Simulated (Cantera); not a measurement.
A freely propagating, adiabatic, planar premixed flame of CH4 : C2H6 : O2 : N2 : H2O = 1 : 0.081 : 2.48 : 9.33 : 3.8 (molar parts), equivalence ratio 0.92, unburnt at 598 K and 7.80 atm; mixture-averaged transport, grid criteria slope 0.08 and curve 0.16, no radiation.

Model: GRI-Mech 3.0 (53 species, 325 reactions), integrated in Cantera. Burning velocities carry a grid error of a few per cent, more on coarse grids.

Question: What does this change do: inlet temperature 598 to 400 K?

Answer: 
```csv
quantity,before,after
laminar burning velocity,17.7 cm/s,6.18 cm/s
thermal thickness,0.215 mm,0.363 mm
peak x(CH2),5.35e-6,1.87e-6
peak x(H2),0.00628,0.00439
```
